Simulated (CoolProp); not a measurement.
A Linde-Hampson liquefier for ethylene: isothermal reversible compression at 320 K from 1 atm to 30 MPa, throttling to 1 atm, return gas leaving the recuperator 0 K below the feed. Each further row changes one setting.

Computed with CoolProp (reference Helmholtz-energy equation of state, Smukala 2000).

```
case                        liquid yield per pass  compression work (kJ/kg of gas)
--------------------------  ---------------------  -------------------------------
as stated                                   0.429                              444
high pressure 60 MPa                            …                                …
warm-end temperature 350 K                      …                                …
warm-end gap 5 K                            0.422                              444
```

Task: Fill in the missing entries.

Result: 
- high pressure 60 MPa, liquid yield per pass: 0.410
- high pressure 60 MPa, compression work (kJ/kg of gas): 513
- warm-end temperature 350 K, liquid yield per pass: 0.357
- warm-end temperature 350 K, compression work (kJ/kg of gas): 512
